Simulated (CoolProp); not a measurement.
Vapour-liquid equilibrium of cyclohexane (1) + n-heptane (2) at 319.6 K; x and y are mole fractions of (1).

Computed with CoolProp (multi-fluid Helmholtz-energy mixture model, Zhou 2014 and Span 2003; pair parameters Bell 2016).

```csv
x,"bubble pressure, mixture model (MPa)","bubble pressure, Raoult's law (MPa)","y, mixture model","y, Raoult's law"
0.05,0.01713,0.01706,0.096,0.093
0.15,0.01880,0.01860,0.261,0.256
0.25,0.02044,0.02015,0.399,0.394
0.35,0.02205,0.02169,0.515,0.512
0.45,0.02363,0.02323,0.615,0.614
0.55,0.02517,0.02478,0.702,0.704
0.65,0.02667,0.02632,0.779,0.783
0.75,0.02814,0.02786,0.849,0.854
0.85,0.02958,0.02941,0.912,0.917
0.95,0.03101,0.03095,0.972,0.974
```

The largest gap from Raoult's law is +1.7 % in bubble pressure, at x = 0.45. No azeotrope shows between x = 0.05 and 0.95.

Pair parameters are fitted to limited data, so mixtures are less certain than the pure fluids.
